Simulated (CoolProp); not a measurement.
Model: reference Helmholtz-energy equation of state, Thol 2012, in CoolProp.

Question: For benzene, give the phase and the density (kg/m³), viscosity (µPa s), Prandtl number at 343.5 K and 1.01 bar; 376.7 K and 1.01 bar.

Answer: 
- 343.5 K and 1.01 bar: liquid; density 824, viscosity 352, Prandtl number 5.21
- 376.7 K and 1.01 bar: gas; density 2.59, viscosity 9.47, Prandtl number 0.748

Viscosity comes from a separate model (Avgeri 2014). Thermal conductivity comes from a separate model (Assael 2012).
